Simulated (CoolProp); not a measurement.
R152A at 298.15 K and 2.18 MPa flows at 1.8 m/s in a round tube of 100 mm bore and 1.5 µm roughness, fully developed (64/Re and Nu = 3.66 if laminar; Colebrook and Gnielinski if turbulent). Each further row changes one setting.

Model: reference Helmholtz-energy equation of state, Outcalt 1996, in CoolProp. It is a modified Benedict-Webb-Rubin equation, recast in Helmholtz form.

```csv
case,Reynolds number,Darcy friction factor,pressure drop (Pa/m),heat-transfer coefficient (W/(m² K)),mass flow (kg/h)
as stated,983000,[?],[?],[?],46100
velocity 3.6 m/s,1970000,[?],640,[?],[?]
diameter 200 mm,1970000,0.0107,78.2,[?],184000
```

Q: Fill in the missing entries.

A: 
- as stated, Darcy friction factor: 0.0120
- as stated, pressure drop (Pa/m): 176
- as stated, heat-transfer coefficient (W/(m² K)): 2890
- velocity 3.6 m/s, Darcy friction factor: 0.0109
- velocity 3.6 m/s, heat-transfer coefficient (W/(m² K)): 5340
- velocity 3.6 m/s, mass flow (kg/h): 92100
- diameter 200 mm, heat-transfer coefficient (W/(m² K)): 2620

Viscosity comes from a separate model (Bell 2016), an estimate that may be off by 10 % or more. Thermal conductivity comes from a separate model (Krauss 1996).
